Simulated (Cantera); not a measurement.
An adiabatic, constant-pressure homogeneous reactor starts with CH4 : C2H6 : C3H8 : O2 : N2 = 1 : 0.13 : 0.27 : 6.56 : 24.7 (molar parts), at 1798 K and 0.247 atm. Integrator tolerance rtol = 1e-08.

Detailed kinetics in Cantera: GRI-Mech 3.0 (53 species, 325 reactions). GRI-Mech 3.0 was tuned for natural gas; its chemistry of propane as a main component is partial and can be far from experiment.

Problem. What does this change do: O2 6.56 to 4.9 parts?

Solution. 
| quantity | before | after |
|---|---|---|
| time of steepest temperature rise | 59.5 µs | 70.0 µs |
| temperature at 0.300 s | 2581 K | 2595 K |
| equilibrium temperature | 2581 K | 2595 K |
| x(CH4) at 0.300 s | <1e-12 (gas-phase equilibrium <1e-12) | <1e-12 (gas-phase equilibrium <1e-12) |
| x(C2H6) at 0.300 s | <1e-12 (gas-phase equilibrium <1e-12) | <1e-12 (gas-phase equilibrium <1e-12) |
| x(C3H8) at 0.300 s | <1e-12 (gas-phase equilibrium <1e-12) | <1e-12 (gas-phase equilibrium <1e-12) |
| x(CO) at 0.300 s | 0.0177 (gas-phase equilibrium 0.0177) | 0.0245 (gas-phase equilibrium 0.0245) |
| x(HCO) at 0.300 s | 2.94e-9 (gas-phase equilibrium 2.94e-9) | 5.27e-9 (gas-phase equilibrium 5.27e-9) |
| x(C2H) at 0.300 s | <1e-12 (gas-phase equilibrium <1e-12) | <1e-12 (gas-phase equilibrium <1e-12) |
| x(NO) at 0.300 s | 0.0152 (gas-phase equilibrium 0.0152) | 0.0113 (gas-phase equilibrium 0.0113) |

Problem. What does this change do: constant volume in place of constant pressure?

Solution. 
```csv
quantity,before,after
time of steepest temperature rise,59.5 µs,54.2 µs
temperature at 0.300 s,2581 K,2690 K
equilibrium temperature,2581 K,2690 K
x(CH4) at 0.300 s,<1e-12 (gas-phase equilibrium <1e-12),<1e-12 (gas-phase equilibrium <1e-12)
x(C2H6) at 0.300 s,<1e-12 (gas-phase equilibrium <1e-12),<1e-12 (gas-phase equilibrium <1e-12)
x(C3H8) at 0.300 s,<1e-12 (gas-phase equilibrium <1e-12),<1e-12 (gas-phase equilibrium <1e-12)
x(CO) at 0.300 s,0.0177 (gas-phase equilibrium 0.0177),0.0216 (gas-phase equilibrium 0.0216)
x(HCO) at 0.300 s,2.94e-9 (gas-phase equilibrium 2.94e-9),6.62e-9 (gas-phase equilibrium 6.62e-9)
x(C2H) at 0.300 s,<1e-12 (gas-phase equilibrium <1e-12),<1e-12 (gas-phase equilibrium <1e-12)
x(NO) at 0.300 s,0.0152 (gas-phase equilibrium 0.0152),0.0179 (gas-phase equilibrium 0.0179)
```
